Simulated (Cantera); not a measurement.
Input: 1 mol trisilylamine, 1.3 mol N₂, equilibrated at 950 K and 0.0720 Torr.

Equilibrium computed with Cantera from the NASA thermochemical tables; the gas is ideal and each condensed phase is pure. Candidate condensed phases: Si, Si₃N₄; 18 gas species. The feed counts by its element totals alone. Rates play no part.

Base state: H₂ 1.00 (mole fractions); condensed: Si(s) + Si₃N₄(s).

Problem. What changes in the equilibrium state with this change: temperature from 950 K to 1548.15 K?

Solution. 
```json
[
 {"species": "H₂", "before": "1.00", "after": "0.712"},
 {"species": "N₂", "before": "1.60e-8", "after": "0.285"},
 {"species": "H", "before": "5.68e-8", "after": "0.00266"},
 {"species": "Si", "before": "<1e-9", "after": "0.000332"},
 {"species": "Si(s), mol", "before": "0.300", "after": "3.00"},
 {"species": "Si₃N₄(s), mol", "before": "0.900", "after": "0"}
]
```
